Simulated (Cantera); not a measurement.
# Adiabatic ignition

An adiabatic, constant-pressure homogeneous reactor starts with 6.22 % CH4, 0.224 % H2, 19.6 % O2, 74.0 % N2, equivalence ratio 0.64, at 1325 K and 0.819 atm.

Computed with Cantera and GRI-Mech 3.0 (53 species, 325 reactions).

| t (s) | T (K) | x CH4 | x H2 | x O2 | x CH2CO | x NO | x CH2O | x OH |
|---|---|---|---|---|---|---|---|---|
| 2.00e-6 | 1325 | 0.0622 | 0.00224 | 0.196 | <1e-12 | <1e-12 | 1.67e-11 | 1.67e-10 |
| 6.07e-6 | 1325 | 0.0622 | 0.00224 | 0.196 | <1e-12 | <1e-12 | 1.69e-10 | 3.41e-10 |
| 1.84e-5 | 1325 | 0.0622 | 0.00224 | 0.196 | <1e-12 | <1e-12 | 1.68e-9 | 5.24e-10 |
| 5.58e-5 | 1325 | 0.0622 | 0.00224 | 0.196 | <1e-12 | <1e-12 | 1.69e-8 | 1.19e-9 |
| 0.000169 | 1325 | 0.0622 | 0.00224 | 0.196 | <1e-12 | <1e-12 | 1.93e-7 | 4.11e-9 |
| 0.000514 | 1325 | 0.0622 | 0.00224 | 0.196 | <1e-12 | <1e-12 | 3.22e-6 | 2.31e-8 |
| 0.00156 | 1326 | 0.0620 | 0.00224 | 0.196 | 3.52e-9 | <1e-12 | 7.83e-5 | 1.69e-7 |
| 0.00473 | 1343 | 0.0587 | 0.00262 | 0.193 | 3.46e-6 | <1e-12 | 0.00102 | 1.61e-6 |
| 0.0143 | 2462 | <1e-12 | 0.00244 | 0.0683 | <1e-12 | 0.00388 | 5.63e-12 | 0.0110 |
| 0.0435 | 2453 | <1e-12 | 0.00239 | 0.0654 | <1e-12 | 0.00984 | 5.40e-12 | 0.0106 |
| 0.132 | 2451 | <1e-12 | 0.00238 | 0.0647 | <1e-12 | 0.0113 | 5.34e-12 | 0.0105 |
| 0.400 | 2451 | <1e-12 | 0.00238 | 0.0647 | <1e-12 | 0.0113 | 5.34e-12 | 0.0105 |
x: mole fraction; the columns are a selection and need not sum to one.

```yaml
time_of_steepest_temperature_rise: 5.95 ms
temperature at 0.400 s: 2451 K
equilibrium_temperature: 2451 K
x(CH4) at 0.400 s: <1e-12 (gas-phase equilibrium <1e-12)
x(H2) at 0.400 s: 0.00238 (gas-phase equilibrium 0.00238)
x(O2) at 0.400 s: 0.0647 (gas-phase equilibrium 0.0647)
```
